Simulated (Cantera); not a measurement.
Cantera run:

```python
import numpy as np
import cantera as ct

gas_names = """
    CL TiCL3 TiCL4
""".split()
cond_names = """
    TiCL4(L) Ti(a) Ti(b) Ti(L)
""".split()


def load(file, names, dense=False):
    # The tables refer to 1 bar. Condensed volumes are neglected.
    table = {s.name: s for s in ct.Species.list_from_file(file)}
    out = []
    for n in names:
        d = dict(table[n].input_data)
        d["thermo"] = dict(d["thermo"], **{"reference-pressure": 1e5})
        if dense:
            d["equation-of-state"] = {"model": "constant-volume", "density": "1e6 g/cm^3"}
        out.append(ct.Species.from_dict(d))
    return out


species = {s.name: s for s in load("nasa_gas.yaml", gas_names) + load("nasa_condensed.yaml", cond_names)}
# Each term lists the table entries of one substance; the one whose range holds T is used.
reactions = {
    'TiCl4 = Cl(g) + TiCl3(g)':
        [(-1, ['TiCL4(L)']), (1, ['CL']), (1, ['TiCL3'])],
    '4 TiCl3(g) = 3 TiCl4(g) + Ti':
        [(-4, ['TiCL3']), (3, ['TiCL4']), (1, ['Ti(a)', 'Ti(b)', 'Ti(L)'])],
}


def pick(names, T):
    return next(species[n] for n in names if species[n].thermo.min_temp <= T <= species[n].thermo.max_temp)


results = []
for label, terms in reactions.items():
    print(label)
    print("     T/K   dH/kJ  dS/(J/K)   dG/kJ   log10 K")
    for T in [350, 400, 450, 500, 550]:
        used = [(nu, pick(names, T)) for nu, names in terms]
        dH = sum(nu * s.thermo.h(T) for nu, s in used) / 1e6
        dS = sum(nu * s.thermo.s(T) for nu, s in used) / 1e3
        dG = dH - T * dS / 1e3
        logK = -dG * 1e6 / (ct.gas_constant * T * np.log(10))
        results.append((label, T, dH, dS, dG, logK, [s.name for _, s in used]))
        print(f"{T:8g} {dH:8.1f} {dS:8.1f} {dG:8.1f} {logK:8.2f}")
```

It prints:

```
TiCl4 = Cl(g) + TiCl3(g)
     T/K   dH/kJ  dS/(J/K)   dG/kJ   log10 K
     350    383.6    221.8    306.0   -45.67
     400    381.3    215.6    295.1   -38.53
     450    379.1    210.4    284.4   -33.01
     500    376.9    205.8    274.0   -28.63
     550    374.8    201.8    263.8   -25.06
4 TiCl3(g) = 3 TiCl4(g) + Ti
     T/K   dH/kJ  dS/(J/K)   dG/kJ   log10 K
     350   -131.2   -169.0    -72.1    10.76
     400   -130.5   -167.0    -63.7     8.32
     450   -129.9   -165.5    -55.4     6.43
     500   -129.4   -164.5    -47.1     4.92
     550   -128.9   -163.6    -38.9     3.70
```

Standard-state values (1 bar) from the NASA 1993 polynomials, evaluated with Cantera. Condensed species are held in their standard states even where they would react or evaporate.
